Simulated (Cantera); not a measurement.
**Gas activation for diamond growth**

An isothermal, constant-pressure homogeneous reactor starts with CH4 : H2 : H = 0.0046 : 0.3 : 0.044 (molar parts), at 2050 K and 1600 Pa.

Computed with Cantera and GRI-Mech 3.0 (53 species, 325 reactions). GRI-Mech 3.0 stops at C3 and has no aromatics, soot or wall deposition, so with more carbon than oxygen in the feed, carbon stays in small species such as C2H2 where larger ones or solid carbon would form. Radical loss at walls, strong at low pressure, is not modelled.

| t (s) | x CH4 | x H2 | x H | x C2H2 | x CH2 |
|---|---|---|---|---|---|
| 6.00e-6 | 0.00705 | 0.867 | 0.120 | 4.59e-6 | 5.64e-5 |
| 1.84e-5 | 0.00393 | 0.872 | 0.115 | 0.000164 | 0.000148 |
| 5.66e-5 | 0.00273 | 0.879 | 0.110 | 0.00144 | 0.000210 |
| 0.000174 | 0.00128 | 0.887 | 0.104 | 0.00406 | 0.000170 |
| 0.000534 | 0.000331 | 0.893 | 0.100 | 0.00584 | 8.08e-5 |
| 0.00164 | 8.58e-5 | 0.894 | 0.0992 | 0.00638 | 2.55e-5 |
| 0.00504 | 2.61e-5 | 0.895 | 0.0982 | 0.00653 | 7.95e-6 |
| 0.0155 | 8.76e-6 | 0.898 | 0.0958 | 0.00658 | 2.56e-6 |
| 0.0476 | 3.40e-6 | 0.904 | 0.0897 | 0.00661 | 8.61e-7 |
| 0.146 | 1.94e-6 | 0.919 | 0.0747 | 0.00667 | 3.31e-7 |
| 0.449 | 2.59e-6 | 0.945 | 0.0487 | 0.00676 | 1.79e-7 |
| 1.38 | 6.71e-6 | 0.968 | 0.0249 | 0.00685 | 1.16e-7 |
| 4.24 | 1.34e-5 | 0.975 | 0.0180 | 0.00687 | 1.19e-7 |
| 13.0 | 1.45e-5 | 0.975 | 0.0178 | 0.00687 | 1.27e-7 |
| 40.0 | 1.45e-5 | 0.975 | 0.0178 | 0.00687 | 1.27e-7 |
x: mole fraction; the columns are a selection and need not sum to one.

Equilibrium at this temperature and pressure: CH4 1.45e-5, H2 0.975, H 0.0178, C2H2 0.00687, CH2 1.27e-7 (gas phase only).
